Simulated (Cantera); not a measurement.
An adiabatic, constant-pressure homogeneous reactor starts with CH₃OH : O₂ : N₂ = 1 : 1.65 : 7.25 (molar parts), equivalence ratio 0.91, at 1325 K and 4.84 atm. Integrator tolerance rtol = 1e-08.

Computed with Cantera and GRI-Mech 3.0 (53 species, 325 reactions). GRI-Mech 3.0 was tuned for natural gas; its chemistry of methanol as a main component is partial and can be far from experiment.

Question: What does this change do: initial temperature 1325 to 1050 K?

Answer: 
```csv
quantity,before,after
time of steepest temperature rise,0.424 ms,47.8 ms
temperature at 2.00 s,2646 K,2501 K
equilibrium temperature,2646 K,2501 K
x(CH₃OH) at 2.00 s,<1e-12 (gas-phase equilibrium <1e-12),<1e-12 (gas-phase equilibrium <1e-12)
x(O₂) at 2.00 s,0.0195 (gas-phase equilibrium 0.0195),0.0166 (gas-phase equilibrium 0.0166)
x(C₂H₂) at 2.00 s,<1e-12 (gas-phase equilibrium <1e-12),<1e-12 (gas-phase equilibrium <1e-12)
x(CH₄) at 2.00 s,<1e-12 (gas-phase equilibrium <1e-12),<1e-12 (gas-phase equilibrium <1e-12)
x(HCN) at 2.00 s,4.84e-10 (gas-phase equilibrium 4.84e-10),1.22e-10 (gas-phase equilibrium 1.22e-10)
x(NO₂) at 2.00 s,4.31e-6 (gas-phase equilibrium 4.31e-6),3.36e-6 (gas-phase equilibrium 3.36e-6)
```
